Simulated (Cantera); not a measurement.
What does this Cantera script print?

```python
import numpy as np
import cantera as ct

gas_names = """
    N2 H N2O PH3
""".split()
cond_names = """
    P4O10(s)
""".split()


# ... load() reads the species with a 1 bar reference pressure and builds the phases ...
species = {s.name: s for s in load("nasa_gas.yaml", gas_names) + load("nasa_condensed.yaml", cond_names)}
# Each term lists the table entries of one substance; the one whose range holds T is used.
reactions = {
    '10 N2(g) + 12 H(g) + P4O10 = 10 N2O(g) + 4 PH3(g)':
        [(-10, ['N2']), (-12, ['H']), (-1, ['P4O10(s)']), (10, ['N2O']), (4, ['PH3'])],
}


def pick(names, T):
    return next(species[n] for n in names if species[n].thermo.min_temp <= T <= species[n].thermo.max_temp)


results = []
for label, terms in reactions.items():
    print(label)
    print("     T/K   dH/kJ  dS/(J/K)   dG/kJ   log10 K")
    for T in [300, 448, 498, 548, 598, 648]:
        used = [(nu, pick(names, T)) for nu, names in terms]
        dH = sum(nu * s.thermo.h(T) for nu, s in used) / 1e6
        dS = sum(nu * s.thermo.s(T) for nu, s in used) / 1e3
        dG = dH - T * dS / 1e3
        logK = -dG * 1e6 / (ct.gas_constant * T * np.log(10))
        results.append((label, T, dH, dS, dG, logK, [s.name for _, s in used]))
        print(f"{T:8g} {dH:8.1f} {dS:8.1f} {dG:8.1f} {logK:8.2f}")
```

It prints:

```
10 N2(g) + 12 H(g) + P4O10 = 10 N2O(g) + 4 PH3(g)
     T/K   dH/kJ  dS/(J/K)   dG/kJ   log10 K
     300   1231.3   -481.6   1375.8  -239.54
     448   1200.2   -566.1   1453.8  -169.50
     498   1190.1   -587.5   1482.7  -155.51
     548   1180.1   -606.7   1512.5  -144.17
     598   1170.1   -624.0   1543.3  -134.80
     648   1160.2   -639.9   1574.9  -126.95
```

Source: NASA polynomial tables (part measured, part estimated), evaluated in Cantera. Condensed species are held in their standard states even where they would react or evaporate.
